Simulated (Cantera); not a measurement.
Feed: 1 mol SiHCl3, 0.065 mol C3H8, 680 mol H2, at 90.0 Torr.

Equilibrium computed with Cantera from the NASA thermochemical tables; the gas is ideal and each condensed phase is pure. Candidate condensed phases: C, C6H6, C7H8, C8H18, Si, SiC; 109 gas species. Mutual solubility and eutectic melting of coexisting phases are not modelled. Gases not in the tables: Si2H6 and higher silanes. Rates play no part.

Q: Which condensed phases are stable at each of these points (T (K)): 1898, 1948, 1998, 2048, 2098, 2148, 2198, 2248, 2298, 2348, 2398, 2448, 2498?

A: 
```json
[
 {"T (K)": "1898", "condensed phases": "Si(l) + SiC(s)", "Si condensed (%)": "82.6"},
 {"T (K)": "1948", "condensed phases": "Si(l) + SiC(s)", "Si condensed (%)": "73.1"},
 {"T (K)": "1998", "condensed phases": "Si(l) + SiC(s)", "Si condensed (%)": "56.8"},
 {"T (K)": "2048", "condensed phases": "Si(l) + SiC(s)", "Si condensed (%)": "29.9"},
 {"T (K)": "2098", "condensed phases": "SiC(s)", "Si condensed (%)": "14.8"},
 {"T (K)": "2148", "condensed phases": "SiC(s)", "Si condensed (%)": "7.2"},
 {"T (K)": "2198", "condensed phases": "gas only", "Si condensed (%)": "0.0"},
 {"T (K)": "2248", "condensed phases": "gas only", "Si condensed (%)": "0.0"},
 {"T (K)": "2298", "condensed phases": "gas only", "Si condensed (%)": "0.0"},
 {"T (K)": "2348", "condensed phases": "gas only", "Si condensed (%)": "0.0"},
 {"T (K)": "2398", "condensed phases": "gas only", "Si condensed (%)": "0.0"},
 {"T (K)": "2448", "condensed phases": "gas only", "Si condensed (%)": "0.0"},
 {"T (K)": "2498", "condensed phases": "gas only", "Si condensed (%)": "0.0"}
]
```

From 1898 K to 2048 K the condensed part is Si(l) + SiC(s). From 2098 K to 2148 K the condensed part is SiC(s). From 2198 K to 2498 K nothing is condensed.
